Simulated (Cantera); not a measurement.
Adiabatic ignition

An adiabatic, constant-volume homogeneous reactor starts with 31.5 % H2, 14.3 % O2, 53.9 % N2, 0.236 % NO, at 1348 K and 0.220 bar.

Computed with Cantera and GRI-Mech 3.0 (53 species, 325 reactions). The mechanism lacks 2 NO + O2 → 2 NO2 and HONO, so NO2 and the effect of NO are under-described below about 1400 K.

| t (s) | T (K) | P (bar) | x H2 | x O2 | x NO | x N2O | x N2 | x H2O2 | x O |
|---|---|---|---|---|---|---|---|---|---|
| 2.00e-6 | 1348 | 0.220 | 0.315 | 0.143 | 0.00236 | 1.37e-12 | 0.539 | 2.19e-11 | 1.18e-9 |
| 5.02e-6 | 1348 | 0.220 | 0.315 | 0.143 | 0.00236 | 1.64e-11 | 0.539 | 1.36e-10 | 5.46e-9 |
| 1.26e-5 | 1348 | 0.220 | 0.315 | 0.143 | 0.00236 | 1.42e-10 | 0.539 | 8.15e-10 | 3.22e-8 |
| 3.17e-5 | 1348 | 0.220 | 0.315 | 0.143 | 0.00236 | 8.60e-10 | 0.539 | 4.93e-9 | 7.08e-7 |
| 7.96e-5 | 1357 | 0.221 | 0.302 | 0.138 | 0.00236 | 6.65e-8 | 0.539 | 1.83e-7 | 0.000992 |
| 0.000200 | 2007 | 0.317 | 0.0736 | 0.0277 | 0.00247 | 1.87e-8 | 0.558 | 2.26e-7 | 0.0247 |
| 0.000502 | 2589 | 0.393 | 0.0755 | 0.0188 | 0.00277 | 7.06e-8 | 0.580 | 1.22e-7 | 0.0158 |
| 0.00126 | 2822 | 0.421 | 0.0726 | 0.0147 | 0.00485 | 2.26e-7 | 0.588 | 2.40e-7 | 0.0113 |
| 0.00317 | 2821 | 0.421 | 0.0733 | 0.0139 | 0.00766 | 2.55e-7 | 0.587 | 2.35e-7 | 0.0108 |
| 0.00796 | 2821 | 0.421 | 0.0735 | 0.0138 | 0.00838 | 2.63e-7 | 0.587 | 2.33e-7 | 0.0107 |
| 0.0200 | 2821 | 0.421 | 0.0735 | 0.0138 | 0.00839 | 2.63e-7 | 0.587 | 2.33e-7 | 0.0107 |
| 0.0502 | 2821 | 0.421 | 0.0735 | 0.0138 | 0.00839 | 2.63e-7 | 0.587 | 2.33e-7 | 0.0107 |
| 0.126 | 2821 | 0.421 | 0.0735 | 0.0138 | 0.00839 | 2.63e-7 | 0.587 | 2.33e-7 | 0.0107 |
| 0.317 | 2821 | 0.421 | 0.0735 | 0.0138 | 0.00839 | 2.63e-7 | 0.587 | 2.33e-7 | 0.0107 |
| 0.796 | 2821 | 0.421 | 0.0735 | 0.0138 | 0.00839 | 2.63e-7 | 0.587 | 2.33e-7 | 0.0107 |
| 2.00 | 2821 | 0.421 | 0.0735 | 0.0138 | 0.00839 | 2.63e-7 | 0.587 | 2.33e-7 | 0.0107 |
x: mole fraction; the columns are a selection and need not sum to one.

```yaml
time_of_steepest_temperature_rise: 0.100 ms
temperature at 2.00 s: 2821 K
equilibrium_temperature: 2821 K
x(H2) at 2.00 s: 0.0735 (gas-phase equilibrium 0.0735)
x(O2) at 2.00 s: 0.0138 (gas-phase equilibrium 0.0138)
x(NO) at 2.00 s: 0.00839 (gas-phase equilibrium 0.00839)
```
